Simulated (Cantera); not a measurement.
Input (Python, Cantera) and output of one run.

```python
import numpy as np
import cantera as ct

gas_names = """
    C CO COS CO2 CS CS2 C2 C2O C3 C3O2 C4 C5 Mg MgO MgS Mg2 O O2 O3 S SO SO2 SO3 S2 S2O S8
""".split()
cond_names = """
    C(gr) Mg(cr) Mg(L) MgCO3(s) MgO(s) MgO(L) MgS(s) MgSO4(s) MgSO4(L) S(cr1) S(cr2) S(L)
""".split()


# ... load() reads the species with a 1 bar reference pressure and builds the phases ...
atoms = {
    'MgSO4': {'Mg': 1, 'S': 1, 'O': 4},
    'C': {'C': 1},
    'O2': {'O': 2},
}
top_T = {'C(gr)': 4500, 'MgS(s)': 2250}  # K; cautious upper limits of use, not melting points


# ... equilibrate(T, P, feed) seeds the gas with the atoms and calls Mixture.equilibrate('TP', solver="vcs", rtol=1e-11, max_steps=5000) ...
results = []
feed = {'MgSO4': 1, 'C': 0.46, 'O2': 0.71}  # mol
P = 640  # Pa
for T in [950, 1050, 1150, 1250, 1350, 1450, 1550, 1650, 1750, 1850, 1950]:
    mix = equilibrate(T, P, feed)
    results.append((T, P, feed, dict(zip(mix.species_names, mix.species_moles))))

top = {s: max(r[3][s] / sum(r[3][g] for g in gas_names) for r in results) for s in gas_names}
cols = sorted((s for s in top if top[s] > 0.0001), key=lambda s: -top[s])[:7]
seen = [c for c in cond_names if any(r[3].get(c, 0) > 1e-12 for r in results)]
print("log10 of partial pressures in bar; condensed amounts in mol")
print(f"{'T/K':>10s}" + "".join(f"{s[:9]:>10s}" for s in cols + seen))
for T, P, feed, n in results:
    ng = sum(n[g] for g in gas_names)
    print(f"{T:10.4g}" + "".join(f"{np.log10(max(n[s] / ng * P / 1e5, 1e-99)):10.3f}" for s in cols)
          + "".join(f"{n.get(c, 0):10.4g}" for c in seen))
```

Result:

```
log10 of partial pressures in bar; condensed amounts in mol
       T/K       CO2       SO2        O2       SO3        CO         O        SO    MgO(s)  MgSO4(s)
       950    -2.383    -5.259    -2.647    -6.057   -12.052   -11.821   -16.484 0.0007091    0.9993
      1050    -2.440    -3.292    -2.652    -4.604   -10.626   -10.501   -12.931   0.06773    0.9323
      1150    -2.874    -2.544    -2.667    -4.284    -9.832    -9.414   -10.868         1         0
      1250    -2.875    -2.541    -2.665    -4.632    -8.810    -8.492    -9.767         1         0
      1350    -2.875    -2.540    -2.664    -4.928    -7.940    -7.707    -8.831         1         0
      1450    -2.875    -2.539    -2.664    -5.183    -7.191    -7.029    -8.024         1         0
      1550    -2.875    -2.539    -2.663    -5.405    -6.539    -6.438    -7.322         1         0
      1650    -2.876    -2.539    -2.663    -5.599    -5.968    -5.918    -6.706         1         0
      1750    -2.877    -2.539    -2.663    -5.771    -5.463    -5.458    -6.160         1         0
      1850    -2.879    -2.539    -2.664    -5.923    -5.015    -5.047    -5.674         1         0
      1950    -2.885    -2.541    -2.664    -6.061    -4.618    -4.677    -5.239         1         0
```

Equilibrium computed with Cantera from the NASA thermochemical tables; the gas is ideal and each condensed phase is pure. Mutual solubility and eutectic melting of coexisting phases are not modelled.
